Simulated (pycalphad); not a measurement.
## Effect of Si content in Cu-Si

Computed with pycalphad from the COST 507 light-alloy database (1999), at 1 atm. The database dates from 1999; later assessments differ in places, in temperatures and in the compounds included. Amounts are mole fractions of atoms.

**Question.** One of these alloys has its liquidus at 1125 K, its solidus at 1117 K, and holds CU56SI11_GAMMA 0.88, FCC_A1 0.12 at 750 K. Which?
A. Cu-92.55Si (at.%)
B. Cu-30.85Si (at.%)
C. Cu-15.42Si (at.%)
D. Cu-61.7Si (at.%)

**Answer.** C, Cu-15.42Si (at.%). The others: Cu-30.85Si (at.%), liquidus 1078, solidus 1074; Cu-61.7Si (at.%), liquidus 1434, solidus 1074; Cu-92.55Si (at.%), liquidus 1647, solidus 1074

Database names, with the compositions (at.%) that they take in these runs: CU56SI11_GAMMA: Cu 84 Si 16. FCC_A1 is fcc.
